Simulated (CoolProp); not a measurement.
2000 sccm (0 °C, 1 atm) of nitrogen bubbles through liquid propylene glycol at 338.8 K and leaves saturated at a total pressure of 0.00496 MPa (ideal gas phase). Each further row changes one setting.

Values from CoolProp's reference Helmholtz-energy equation of state, Eisenbach 2021.

| case | vapour pressure (kPa) | mole fraction of vapour | delivery (mg/min) | delivery (sccm) | change of delivery for a bath 1 K warmer (%) |
|---|---|---|---|---|---|
| as stated | 0.399 | ___ | ___ | ___ | 7.4 |
| bath temperature 343.8 K | ___ | 0.111 | 849 | ___ | 7.4 |
| total pressure 0.00992 MPa | 0.399 | ___ | 285 | ___ | 7.1 |

### Question
Some entries are withheld; supply them.

### Answer

- as stated, mole fraction of vapour: 0.0805
- as stated, delivery (mg/min): 594
- as stated, delivery (sccm): 175
- bath temperature 343.8 K, vapour pressure (kPa): 0.551
- bath temperature 343.8 K, delivery (sccm): 250
- total pressure 0.00992 MPa, mole fraction of vapour: 0.0402
- total pressure 0.00992 MPa, delivery (sccm): 83.9
